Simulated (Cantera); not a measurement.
Charge: 1 mol AlCl3, 2.5 mol NH3, 1.3 mol N2, held at 600 °C and 0.133 bar.

Equilibrium computed with Cantera from the NASA thermochemical tables; the gas is ideal and each condensed phase is pure. Candidate condensed phases: Al, AlCl3, AlN, NH4Cl; 20 gas species. Rates play no part.

Base state: H2 0.451, N2 0.329, HCl 0.126, AlCl3 0.0935, Al2Cl6 0.000885, NH3 3.51e-5 (mole fractions); condensed: AlN(s).

**Question.** What changes in the equilibrium state with this change: NH3 from 2.5 to 0.94 mol?

**Answer.** 
```csv
species,before,after
N2,0.329,0.404
H2,0.451,0.274
AlCl3,0.0935,0.190
HCl,0.126,0.128
Al2Cl6,0.000885,0.00366
NH3,3.51e-5,1.85e-5
"AlN(s), mol",0.305,0.178
```
